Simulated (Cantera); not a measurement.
# Ammonia decomposition in nitride growth gas

An isothermal, constant-pressure homogeneous reactor starts with NH3 : H2 = 1.8 : 16 (molar parts), at 2375 K and 0.0530 bar.

Model: the gas-phase N/H chemistry of the illustrative SiF4/NH3 mechanism in the Surface Chemkin manual (1991), integrated in Cantera. Walls and surfaces, which speed up NH3 decomposition in real reactors, are not modelled.

```json
[
 {"t (s)": "0.000100", "x NH3": "0.101", "x H2": "0.899", "x NH": "6.25e-7", "x N2": "2.17e-8", "x H": "0.000285"},
 {"t (s)": "0.000278", "x NH3": "0.101", "x H2": "0.898", "x NH": "4.85e-6", "x N2": "1.71e-6", "x H": "0.000786"},
 {"t (s)": "0.000774", "x NH3": "0.100", "x H2": "0.897", "x NH": "3.22e-5", "x N2": "9.03e-5", "x H": "0.00204"},
 {"t (s)": "0.00215", "x NH3": "0.0956", "x H2": "0.898", "x NH": "8.23e-5", "x N2": "0.00182", "x H": "0.00337"},
 {"t (s)": "0.00599", "x NH3": "0.0812", "x H2": "0.906", "x NH": "8.22e-5", "x N2": "0.00838", "x H": "0.00368"},
 {"t (s)": "0.0167", "x NH3": "0.0514", "x H2": "0.921", "x NH": "7.20e-5", "x N2": "0.0220", "x H": "0.00438"},
 {"t (s)": "0.0464", "x NH3": "0.0127", "x H2": "0.940", "x NH": "5.00e-5", "x N2": "0.0398", "x H": "0.00742"},
 {"t (s)": "0.129", "x NH3": "6.51e-5", "x H2": "0.923", "x NH": "4.96e-6", "x N2": "0.0452", "x H": "0.0318"},
 {"t (s)": "0.359", "x NH3": "1.18e-6", "x H2": "0.898", "x NH": "3.06e-7", "x N2": "0.0446", "x H": "0.0570"},
 {"t (s)": "1.00", "x NH3": "2.61e-7", "x H2": "0.897", "x NH": "7.13e-8", "x N2": "0.0446", "x H": "0.0584"}
]
```
x: mole fraction; the columns are a selection and need not sum to one.

Equilibrium at this temperature and pressure: NH3 1.14e-7, H2 0.897, NH 3.11e-8, N2 0.0446, H 0.0584 (gas phase only).
